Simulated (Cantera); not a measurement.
A jet of 2.49 % CH4, 15.6 % O2, 82.0 % N2 at 300 K and 52.5 Torr hits a platinum plate 7.2 cm away at a mass flux of 0.049 kg/m²/s; the plate temperature is set and raised in steps from an oxygen-covered start.

Computed with Cantera and Deutschmann's 1995 Pt surface mechanism with GRI-Mech 3.0 gas chemistry. Catalytic surfaces can have several steady states; this one follows from the mechanism file's or the stated starting coverage.

x: mole fraction at the wall; θ: surface coverage.

| plate T (K) | wall x CH4 | wall x O2 | wall x H2O | wall x OH | wall x CO | wall x CO2 | θ free Pt | θ O* |
|---|---|---|---|---|---|---|---|---|
| 900 | 0.0162 | 0.137 | 0.0162 | 3.00e-8 | 6.19e-6 | 0.0106 | 0.201 | 0.798 |
| 950 | ___ | 0.129 | ___ | ___ | 6.53e-6 | ___ | ___ | ___ |
| 1000 | ___ | 0.122 | ___ | ___ | 6.66e-6 | ___ | ___ | ___ |
| 1050 | 0.00713 | 0.118 | 0.0329 | 6.38e-7 | 6.77e-6 | 0.0217 | 0.409 | 0.590 |
| 1100 | 0.00559 | 0.115 | 0.0356 | 1.40e-6 | 6.99e-6 | 0.0235 | 0.476 | 0.523 |

Question: Complete the blanks.

Answer: 
- 950, wall x CH4: 0.0124
- 950, wall x H2O: 0.0233
- 950, wall x OH: 9.51e-8
- 950, wall x CO2: 0.0153
- 950, θ free Pt: 0.269
- 950, θ O*: 0.730
- 1000, wall x CH4: 0.00933
- 1000, wall x H2O: 0.0289
- 1000, wall x OH: 2.62e-7
- 1000, wall x CO2: 0.0190
- 1000, θ free Pt: 0.339
- 1000, θ O*: 0.660
